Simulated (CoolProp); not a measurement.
A closed Brayton cycle with nitrogen: compressor inlet 322.15 K and 4 MPa, high pressure 8.8 MPa, turbine inlet 760 K, compressor efficiency 0.8, turbine efficiency 0.85, recuperator effectiveness 0.8 (on enthalpy, no pinch check). Each further row changes one setting.

Values from CoolProp's reference Helmholtz-energy equation of state, Span 2000.

```
case                           thermal efficiency (%)  net work (kJ/kg)  compressor to turbine work  compressor exit (K)  turbine exit (K)
-----------------------------  ----------------------  ----------------  --------------------------  -------------------  ----------------
as stated                                        17.0              32.1                        0.77                424.6             635.6
turbine inlet 710 K                              13.4              22.8                        0.83                424.6             592.6
compressor inlet 332.15 K                        15.4              28.5                        0.80                437.7             635.6
high pressure 7.48 MPa                           17.4              29.9                        0.74                401.5             659.4
recuperator effectiveness 0.5                    12.5              32.1                        0.77                424.6             635.6
```
